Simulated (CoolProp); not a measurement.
A single-stage vapour-compression cycle with the fluid: evaporating at 221.15 K (dew point), condensing at 291.15 K (bubble point), superheat 0 K, subcooling 8 K, compressor efficiency 0.6, no pressure losses. The same conditions are run with several fluids, on thermodynamics alone (safety and materials aside).

Computed with CoolProp (reference Helmholtz-energy equation of state of each fluid (ethane: Bücker 2006; carbonyl sulfide: Lemmon 2006; R124: de Vries 1995; nitrous oxide: Lemmon 2006; R143a: Lemmon and Jacobsen 2000)).

Q: Rank ethane, carbonyl sulfide, R124, nitrous oxide, R143a by cooling COP, highest first.

A: carbonyl sulfide (1.49), R124 (1.48), R143a (1.41), nitrous oxide (1.24), ethane (1.21)

```json
[
 {"fluid": "ethane", "pressure ratio": "7.02", "discharge temperature (K)": "358.9", "refrigerating effect (kJ/kg)": "244", "volumetric capacity (kJ/m³)": "2290"},
 {"fluid": "carbonyl sulfide", "pressure ratio": "11.5", "discharge temperature (K)": "447.0", "refrigerating effect (kJ/kg)": "233", "volumetric capacity (kJ/m³)": "729"},
 {"fluid": "R124", "pressure ratio": "23.4", "discharge temperature (K)": "339.9", "refrigerating effect (kJ/kg)": "118", "volumetric capacity (kJ/m³)": "116"},
 {"fluid": "nitrous oxide", "pressure ratio": "8.07", "discharge temperature (K)": "420.0", "refrigerating effect (kJ/kg)": "205", "volumetric capacity (kJ/m³)": "3240"},
 {"fluid": "R143a", "pressure ratio": "13.0", "discharge temperature (K)": "344.5", "refrigerating effect (kJ/kg)": "142", "volumetric capacity (kJ/m³)": "545"}
]
```
